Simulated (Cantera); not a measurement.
An isothermal, constant-pressure homogeneous reactor starts with CH₄ : H₂O = 1 : 3.7 (molar parts), at 1875 K and 1.58 atm.

Detailed kinetics in Cantera: GRI-Mech 3.0 (53 species, 325 reactions).

x: mole fraction; the columns are a selection and need not sum to one.

```
t (s)       x CH₄  x H₂O       x H     x CH₃    x H₂O₂      x O
--------  -------  -----  --------  --------  --------  -------
3.00e-5     0.200  0.783   3.14e-5   0.00393  3.07e-10  4.18e-8
9.54e-5       ___  0.763       ___   0.00399  4.20e-10      ___
0.000304    0.108  0.716  0.000154   0.00234  2.91e-10  2.70e-8
0.000965   0.0571  0.665  0.000222   0.00119  2.26e-10  1.85e-8
0.00307    0.0277  0.607  0.000285  0.000568  1.79e-10  1.64e-8
0.00977    0.0179  0.526  0.000322  0.000332  1.10e-10  1.50e-8
0.0311     0.0108  0.439  0.000343  0.000178  6.02e-11  1.38e-8
0.0988    0.00304  0.387  0.000353   4.63e-5  4.06e-11  1.30e-8
0.314         ___  0.379  0.000357       ___  3.82e-11  1.28e-8
1.00      9.00e-9  0.379  0.000359  1.37e-10  3.85e-11  1.29e-8
```

**Question.** Fill in the missing entries.

**Answer.** 
- 9.54e-5, x CH₄: 0.165
- 9.54e-5, x H: 8.73e-5
- 9.54e-5, x O: 5.03e-8
- 0.314, x CH₄: 4.04e-5
- 0.314, x CH₃: 6.12e-7
